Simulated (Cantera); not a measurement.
An isothermal plug-flow reactor at 875 K and 1.00 bar (inlet), inlet velocity 3.8 m/s, active area per volume 170 1/m; feed 0.541 % CO, 4.56 % O2, 94.9 % N2, equivalence ratio 0.059.

Model: Deutschmann's 1995 Pt surface mechanism with GRI-Mech 3.0 gas chemistry, integrated in Cantera. Catalytic surfaces can have several steady states; this one follows from the mechanism file's or the stated starting coverage. Mass transfer to the wall is taken as infinitely fast.

x: gas mole fraction; θ: surface coverage.

```
z (m)          x CO    x O2   x H2O       x CO2   θ free Pt        θ O*       θ CO*
-------  ----------  ------  ------  ----------  ----------  ----------  ----------
5.6e-05     0.00486  0.0454  <1e-12    0.000551       0.537      0.0531       0.410
0.00012  (withheld)  0.0450  <1e-12  (withheld)  (withheld)  (withheld)  (withheld)
0.00026  (withheld)  0.0442  <1e-12  (withheld)  (withheld)  (withheld)  (withheld)
0.00056     0.00198  0.0440  <1e-12     0.00344       0.179       0.819     0.00238
0.0012      0.00155  0.0438  <1e-12     0.00387       0.149       0.850     0.00125
0.0026      0.00105  0.0436  <1e-12     0.00437       0.130       0.869    0.000632
0.0056     0.000537  0.0433  <1e-12     0.00488       0.118       0.881    0.000263
```

### Question
Some entries are withheld; supply them.

### Answer

- 0.00012, x CO: 0.00415
- 0.00012, x CO2: 0.00126
- 0.00012, θ free Pt: 0.580
- 0.00012, θ O*: 0.0721
- 0.00012, θ CO*: 0.348
- 0.00026, x CO: 0.00241
- 0.00026, x CO2: 0.00300
- 0.00026, θ free Pt: 0.336
- 0.00026, θ O*: 0.651
- 0.00026, θ CO*: 0.0127
